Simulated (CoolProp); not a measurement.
Saturated liquid density (kg/m³) of R1224YDZ: the reference equation beside estimates from Tc = 428.7 K, pc = 33.34 bar, ω = 0.325. Rackett uses Z = 0.29056 − 0.08775 ω.

Values from CoolProp's reference Helmholtz-energy equation of state, Akasaka 2023.

```json
[
 {"T (K)": "340.3", "reference": "1233", "Rackett": "1244", "van der Waals": "721.1", "Redlich-Kwong": "1021"},
 {"T (K)": "348.1", "reference": "1207", "Rackett": "1216", "van der Waals": "705.3", "Redlich-Kwong": "992.5"},
 {"T (K)": "355.9", "reference": "1179", "Rackett": "1188", "van der Waals": "688.6", "Redlich-Kwong": "962.4"},
 {"T (K)": "363.7", "reference": "1150", "Rackett": "1158", "van der Waals": "670.9", "Redlich-Kwong": "930.6"},
 {"T (K)": "371.5", "reference": "1118", "Rackett": "1126", "van der Waals": "652.1", "Redlich-Kwong": "896.8"},
 {"T (K)": "379.2", "reference": "1085", "Rackett": "1092", "van der Waals": "632.2", "Redlich-Kwong": "861.1"},
 {"T (K)": "387", "reference": "1049", "Rackett": "1055", "van der Waals": "610.4", "Redlich-Kwong": "822.0"},
 {"T (K)": "394.8", "reference": "1009", "Rackett": "1014", "van der Waals": "586.4", "Redlich-Kwong": "779.4"},
 {"T (K)": "402.6", "reference": "964.3", "Rackett": "967.6", "van der Waals": "559.4", "Redlich-Kwong": "731.8"},
 {"T (K)": "410.4", "reference": "912.4", "Rackett": "913.0", "van der Waals": "528.1", "Redlich-Kwong": "677.2"},
 {"T (K)": "418.2", "reference": "847.5", "Rackett": "843.0", "van der Waals": "489.2", "Redlich-Kwong": "610.5"}
]
```

Absolute difference from the reference over all 11 rows, mean and median: Rackett 0.6 and 0.6 %, van der Waals 41.8 and 41.7 %, Redlich-Kwong 21.4 and 20.6 %.
